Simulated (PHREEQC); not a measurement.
A solution holds 9.8 mmol/kgw CaSO4, 0.05 mmol/kgw Na2HPO4 and 0.00092 mmol/kgw H4SiO4, at 25 °C. Closed to the air; pH follows from the charge balance.

Computed with PHREEQC (ion-association model, wateq4f.dat).

Each row changes one thing in this solution. Precipitation was switched off in this run.

```csv
case,pH,ionic strength (mol/kgw),H3SiO4- (mol/kgw),SI of Quartz (SiO2)
as made,7.74,0.0279,8.70e-9,-2.06
temperature from 25 to 75 °C,7.24,0.0259,1.01e-8,-2.69
Na2HPO4 from 5e-05 to 5.5e-05 mol/kgw,7.74,0.0279,8.77e-9,-2.06
diluted 100-fold with water,7.36,0.000387,3.19e-11,-4.06
Na2HPO4 left out,7.05,0.0279,1.79e-9,-2.05
CaSO4 replaced by K2SO4 at the same molality,8.30,0.0283,3.08e-8,-2.07
CaSO4 left out,8.43,0.000147,3.52e-8,-2.07
diluted 10-fold with water,7.76,0.00355,8.32e-10,-3.06
```

Complexes and solids missing from the database can't appear. Some of these states are supersaturated (in Hydroxyapatite, for instance). H3PO4, which wateq4f.dat lacks, is added to it with the constant of phreeqc.dat. Away from 25 °C the constants follow the database's enthalpies or fits; those with neither stay at their 25 °C values.
